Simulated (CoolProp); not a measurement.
CF4 (R14) at 298.15 K and 0.103 MPa is compressed adiabatically to 0.796 MPa with isentropic efficiency 0.6. Each further row changes one setting.

The numbers come from the reference Helmholtz-energy equation of state, Platzer 1990 in CoolProp. This equation is an older, rougher fit.

```tsv
case	work (kJ/kg)	final temperature (K)	final density (kg/m³)
as stated	109	438.8	19.3
efficiency 1	65.6	387.0	22.0
efficiency 0.65	101	429.1	19.7
```
